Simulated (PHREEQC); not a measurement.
## Metal-bearing waste water (model solution)

A solution holds 0.19 mol/kgw NiSO4, 0.00036 mol/kgw CaCl2, 0.00014 mol/kgw NaF and 0.00012 mol/kgw NaCl, at 25 °C. Closed to the air; pH follows from the charge balance.

Computed with PHREEQC (ion-association model, wateq4f.dat).

Each row changes one thing in this solution. Precipitation was switched off in this run.

```tsv
case	pH	ionic strength (mol/kgw)	Cl- (mol/kgw)	Ni(SO4)2-2 (mol/kgw)	Na+ (mol/kgw)	CaSO4 (mol/kgw)	SI of Ni(OH)2 (Ni(OH)2)	SI of Morenosite (NiSO4:7H2O)
as made	5.97	0.366	0.000793	0.000425	0.000235	0.000186	-0.44	-0.92
NaF replaced by HBF4 at the same molality	3.91	0.366	0.000793	0.000423	0.000108	0.000186	-4.56	-0.92
NaCl replaced by FeCl3 at the same molality	4.44	0.366	0.00102	0.000424	0.000127	0.000186	-3.50	-0.92
NiSO4 from 0.19 to 0.171 mol/kgw	5.98	0.336	0.000796	0.000352	0.000236	0.000184	-0.46	-0.97
CaCl2 from 0.00036 to 0.00018 mol/kgw	5.97	0.365	0.000453	0.000425	0.000235	9.30e-5	-0.44	-0.92
NaF left out	5.97	0.365	0.000793	0.000425	0.000108	0.000186	-0.45	-0.92
```

Species that the database lacks are ignored. Some of these states are supersaturated (in Fe(OH)3(a), Jarosite-Na, for instance). Real BF4- forms and hydrolyses slowly; the run takes it at equilibrium.
